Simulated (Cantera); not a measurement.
Source: NASA polynomial tables (part measured, part estimated), evaluated in Cantera. Values are per mole of reaction as written; species without (g) are pure solids or liquids, kept so even where they would boil at 1 bar.

2 HCl(g) + SiO(g) + Cl2(g) = H2O(g) + SiCl4(g)

```
T (K)    ΔH° (kJ)   ΔS° (J/K)    ΔG° (kJ)     log10 K
-----  ----------  ----------  ----------  ----------
300    (withheld)  (withheld)  (withheld)  (withheld)
648        -617.0      -283.4      -433.3       34.93
698        -616.4      -282.6      -419.2       31.37
748        -615.9      -281.9      -405.1       28.29
798        -615.4      -281.2      -391.0       25.59
848        -614.9      -280.5      -377.0       23.22
898    (withheld)  (withheld)  (withheld)  (withheld)
948        -613.8      -279.3      -349.0       19.23
998        -613.3      -278.8      -335.0       17.53
1048   (withheld)  (withheld)  (withheld)  (withheld)
```

Q: What belongs in the gaps?

A: 
- 300, ΔH° (kJ): -619.5
- 300, ΔS° (J/K): -288.6
- 300, ΔG° (kJ): -532.9
- 300, log10 K: 92.79
- 898, ΔH° (kJ): -614.3
- 898, ΔS° (J/K): -279.9
- 898, ΔG° (kJ): -363.0
- 898, log10 K: 21.11
- 1048, ΔH° (kJ): -612.7
- 1048, ΔS° (J/K): -278.3
- 1048, ΔG° (kJ): -321.1
- 1048, log10 K: 16.00
